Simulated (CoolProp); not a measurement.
The numbers come from the reference Helmholtz-energy equation of state, Lemmon 2006 in CoolProp. It is a short technical equation, of lower accuracy than the large ones.

Task: For nitrous oxide, give the phase and the density (kg/m³), cp (kJ/(kg K)), isothermal compressibility (1/MPa), expansivity (1/kK) at 340.1 K and 5.57 MPa; 340.1 K and 6.97 MPa.

Result: 
- 340.1 K and 5.57 MPa: gas; density 112, cp 1.36, isothermal compressibility 0.239, expansivity 6.54
- 340.1 K and 6.97 MPa: gas; density 153, cp 1.63, isothermal compressibility 0.216, expansivity 8.72
